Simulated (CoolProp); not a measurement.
Properties of methane at several states.

The numbers come from the reference Helmholtz-energy equation of state, Setzmann 1991 in CoolProp.

| T (°C) | p (MPa) | phase | cp (kJ/(kg K)) | speed of sound (m/s) | viscosity (µPa s) | Prandtl number | fugacity coefficient |
|---|---|---|---|---|---|---|---|
| 150.85 | 4.68 | supercritical | 2.731 | 527.2 | 15.5 | 0.752 | 0.9866 |
| 213.75 | 4.33 | gas | 2.924 | 561.4 | 17.1 | 0.740 | 0.9983 |
| -11.05 | 3.7 | gas | 2.537 | 405.0 | 10.7 | 0.832 | 0.9041 |
| 260.05 | 9.29 | supercritical | 3.147 | 596.3 | 18.9 | 0.756 | 1.009 |

Viscosity comes from a separate model (Quiñones-Cisneros 2006). Thermal conductivity comes from a separate model (Friend 1989).
